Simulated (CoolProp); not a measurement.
The fluoroketone C6F12O (FK-5-1-12) along the isobar 0.406 MPa: Z from the reference equation and from simpler models built on Tc = 441.8 K, pc = 1.869 MPa, ω = 0.471; each cubic takes its own stable root.

The numbers come from the reference Helmholtz-energy equation of state, McLinden 2015 in CoolProp.

| T (K) | phase | reference | van der Waals | Soave-Redlich-Kwong | Peng-Robinson |
|---|---|---|---|---|---|
| 216.5 | liquid | 0.03892 | (withheld) | 0.04338 | 0.03864 |
| 231.8 | liquid | (withheld) | 0.06385 | 0.04120 | (withheld) |
| 247 | liquid | 0.03572 | 0.06117 | 0.03937 | 0.03500 |
| 262.2 | liquid | 0.03447 | 0.05892 | 0.03785 | 0.03361 |
| 277.4 | liquid | 0.03342 | 0.05706 | 0.03660 | 0.03246 |
| 292.6 | liquid | 0.03255 | 0.05556 | 0.03559 | 0.03153 |
| 307.9 | liquid | 0.03184 | 0.05441 | 0.03483 | 0.03081 |
| 323.1 | liquid | 0.03130 | 0.8428 | 0.03431 | (withheld) |
| 338.3 | liquid | 0.03093 | 0.8615 | 0.03406 | 0.03007 |
| 353.5 | liquid | 0.03076 | 0.8770 | 0.03413 | 0.03010 |
| 384 | gas | 0.8564 | 0.9013 | 0.8638 | 0.8546 |
| 399.2 | gas | 0.8789 | 0.9109 | 0.8832 | 0.8743 |
| 414.4 | gas | 0.8966 | 0.9192 | 0.8993 | (withheld) |
| 429.6 | gas | 0.9109 | 0.9265 | 0.9128 | 0.9044 |

Task: Fill in the missing entries.

Result: 
- 216.5, van der Waals: 0.06706
- 231.8, reference: 0.03719
- 231.8, Peng-Robinson: 0.03665
- 323.1, Peng-Robinson: 0.03032
- 414.4, Peng-Robinson: 0.8906

At some of these states van der Waals gives the other phase, because its saturation line lies elsewhere.
